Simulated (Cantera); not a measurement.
# Hydrocarbon pyrolysis for carbon deposition

A perfectly stirred reactor is fed with 6.25 % CH4, 93.8 % H2, at 750 Torr; it is held at 1600 K, and followed from long to short residence time.

Cantera simulation using GRI-Mech 3.0 (53 species, 325 reactions); the numbers are that mechanism's predictions, not measurements. GRI-Mech 3.0 stops at C3 and has no aromatics, soot or wall deposition, so with more carbon than oxygen in the feed, carbon stays in small species such as C2H2 where larger ones or solid carbon would form.

```tsv
τ (s)	x CH4	x H2	x C2H2	x CH3	x C2H
1.0	0.0403	0.949	0.00946	4.47e-5	1.74e-9
0.48	0.0450	0.947	0.00743	4.92e-5	1.35e-9
0.24	0.0499	0.944	0.00529	5.40e-5	9.46e-10
0.11	0.0549	0.941	0.00314	5.88e-5	5.56e-10
0.056	0.0580	0.940	0.00180	6.17e-5	3.17e-10
0.027	0.0601	0.939	0.000903	6.35e-5	1.58e-10
0.013	0.0613	0.938	0.000411	6.42e-5	7.13e-11
0.0064	0.0619	0.938	0.000172	6.40e-5	2.94e-11
0.0031	0.0622	0.938	6.02e-5	6.27e-5	1.00e-11
0.0015	0.0623	0.938	1.67e-5	5.98e-5	2.66e-12
```
x: mole fraction; the columns are a selection and need not sum to one.
